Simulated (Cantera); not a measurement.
An isothermal, constant-pressure homogeneous reactor starts with 0.923 % H₂, 61.5 % O₂, 37.5 % N₂, at 1425 K and 6.30 Torr.

Cantera simulation using the H2/O2 subset of GRI-Mech 3.0, which has no nitrogen chemistry; the numbers are that mechanism's predictions, not measurements. Radical loss at walls, strong at low pressure, is not modelled.

One state of this run: x H₂ = 3.54e-5; x O₂ = 0.609; x H = 0.000198; x H₂O = 0.00859; x H₂O₂ = 4.38e-9; x O = 0.00528. x: mole fraction; the columns are a selection and need not sum to one.

**Question.** Which value of t (s) does it belong to?
(A) 0.0488
(B) 0.00119
(C) 0.00410
(D) 0.580

**Answer.** D, 0.580
